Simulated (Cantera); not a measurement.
Mixture: CH₃OH : O₂ : N₂ : H₂O = 1 : 1 : 3.76 : 0.25 (molar parts), at 1.10 bar, adiabatic and at constant pressure. Ignition delay is the time to a rise of 400 K.

Detailed kinetics in Cantera: GRI-Mech 3.0 (53 species, 325 reactions). GRI-Mech 3.0 was tuned for natural gas; its chemistry of methanol as a main component is partial and can be far from experiment.

Task: Predict: delay at 1300 K; delay at 1450 K; delay at 1600 K; delay at 1750 K; apparent activation energy between 1675 and 1825 K.

Result: 
| Quantity | Value |
|---|---|
| delay at 1300 K | 1.58 ms |
| delay at 1450 K | 0.261 ms |
| delay at 1600 K | 66.9 µs |
| delay at 1750 K | 23.5 µs |
| apparent activation energy between 1675 and 1825 K | 160 kJ/mol |
